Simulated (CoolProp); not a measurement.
Vapour-liquid equilibrium of CH2F2 (R32) (1) + R227EA (2) at 1120 kPa; x and y are mole fractions of (1).

Model: multi-fluid Helmholtz-energy mixture model, Tillner-Roth 1997 and Lemmon 2016; pair parameters Bell 2016, in CoolProp.

```tsv
x	bubble temperature, mixture model (K)	bubble temperature, Raoult's law (K)	y, mixture model	y, Raoult's law
0.05	327.1	326.6	0.115	0.152
0.2	315.5	315.4	___	0.467
0.35	305.9	306.7	0.606	0.660
0.5	298.5	299.7	0.739	0.787
0.65	292.9	294.0	0.833	0.875
0.8	___	289.1	___	0.939
0.95	284.7	284.8	0.977	0.987
```

Question: Complete the blanks.

Answer: 
- 0.2, y, mixture model: 0.404
- 0.8, bubble temperature, mixture model (K): 288.5
- 0.8, y, mixture model: 0.908

The largest gap from Raoult's law is -1.2 K in bubble temperature, at x = 0.5. No azeotrope shows between x = 0.05 and 0.95.

Pair parameters are fitted to limited data, so mixtures are less certain than the pure fluids. The gap from Raoult's law changes sign with composition, which may be real or a fault of the pair parameters; it wasn't checked against measurements.
